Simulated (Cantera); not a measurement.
# Moist CO burnout

An isothermal, constant-pressure homogeneous reactor starts with 0.183 % CO, 0.311 % O₂, 7.96 % H₂O, 91.5 % N₂, equivalence ratio 0.29, at 1125 K and 0.500 bar.

Cantera simulation using GRI-Mech 3.0 (53 species, 325 reactions); the numbers are that mechanism's predictions, not measurements.

```json
[
 {"t (s)": "0.000300", "x CO": "0.00183", "x O₂": "0.00311", "x H₂O": "0.0796", "x N₂O": "<1e-12", "x NO": "<1e-12", "x H₂O₂": "<1e-12"},
 {"t (s)": "0.00118", "x CO": "0.00183", "x O₂": "0.00311", "x H₂O": "0.0796", "x N₂O": "<1e-12", "x NO": "<1e-12", "x H₂O₂": "<1e-12"},
 {"t (s)": "0.00468", "x CO": "0.00183", "x O₂": "0.00311", "x H₂O": "0.0796", "x N₂O": "<1e-12", "x NO": "<1e-12", "x H₂O₂": "<1e-12"},
 {"t (s)": "0.0185", "x CO": "0.00179", "x O₂": "0.00310", "x H₂O": "0.0796", "x N₂O": "2.51e-10", "x NO": "1.12e-12", "x H₂O₂": "1.79e-8"},
 {"t (s)": "0.0729", "x CO": "5.45e-5", "x O₂": "0.00225", "x H₂O": "0.0796", "x N₂O": "3.37e-8", "x NO": "4.37e-9", "x H₂O₂": "1.19e-7"},
 {"t (s)": "0.288", "x CO": "1.57e-6", "x O₂": "0.00220", "x H₂O": "0.0797", "x N₂O": "4.21e-8", "x NO": "4.49e-9", "x H₂O₂": "9.77e-9"},
 {"t (s)": "1.14", "x CO": "4.08e-8", "x O₂": "0.00220", "x H₂O": "0.0797", "x N₂O": "4.29e-8", "x NO": "4.52e-9", "x H₂O₂": "1.11e-9"},
 {"t (s)": "4.49", "x CO": "1.18e-9", "x O₂": "0.00220", "x H₂O": "0.0797", "x N₂O": "3.80e-8", "x NO": "4.54e-9", "x H₂O₂": "2.03e-10"},
 {"t (s)": "17.7", "x CO": "2.55e-10", "x O₂": "0.00220", "x H₂O": "0.0797", "x N₂O": "2.16e-8", "x NO": "4.55e-9", "x H₂O₂": "5.77e-11"},
 {"t (s)": "70.0", "x CO": "1.52e-10", "x O₂": "0.00220", "x H₂O": "0.0797", "x N₂O": "2.67e-9", "x NO": "4.55e-9", "x H₂O₂": "3.24e-11"}
]
```
x: mole fraction; the columns are a selection and need not sum to one.

Equilibrium at this temperature and pressure: CO 1.48e-10, O₂ 0.00219, H₂O 0.0797, N₂O 6.61e-10, NO 1.18e-5, H₂O₂ 3.09e-11 (gas phase only).
